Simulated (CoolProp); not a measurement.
Cyclopropane along the isotherm 473 K: density (kg/m³) from the reference equation and from simpler models built on Tc = 398.7 K, pc = 5.605 MPa, ω = 0.131; each cubic takes its own stable root.

Computed with CoolProp (reference Helmholtz-energy equation of state, Polt 1992). This equation is an older, rougher fit; its heat capacities, sound speeds and derivatives of the liquid may be far off and weren't checked against measurements.

```
p (MPa)          phase  reference
-------  -------------  ---------
0.0885             gas     0.9501
0.134              gas      1.441
0.202              gas      2.178
0.304              gas      3.290
0.459              gas      4.998
0.692              gas      7.603
1.04               gas      11.58
1.57               gas      17.86
2.38               gas      28.01
3.58               gas      44.46
5.41               gas      73.59
8.16     supercritical      130.5
12.3     supercritical      247.5
18.6     supercritical      362.5
28       supercritical      434.5
```

Q: How far does each simpler model (ideal gas, van der Waals, Redlich-Kwong, Soave-Redlich-Kwong, Peng-Robinson) lie from the reference over these 15 states: mean and median of the absolute difference, and the worst?

A: 
- ideal gas: mean 14.5 %, median 5.9 %, worst -46.8 % at 473 K and 12.3 MPa
- van der Waals: mean 2.9 %, median 0.2 %, worst -19.2 % at 473 K and 28 MPa
- Redlich-Kwong: mean 1.1 %, median 0.0 %, worst -6.5 % at 473 K and 18.6 MPa
- Soave-Redlich-Kwong: mean 2.4 %, median 0.4 %, worst -10.6 % at 473 K and 18.6 MPa
- Peng-Robinson: mean 0.9 %, median 0.5 %, worst -3.8 % at 473 K and 12.3 MPa
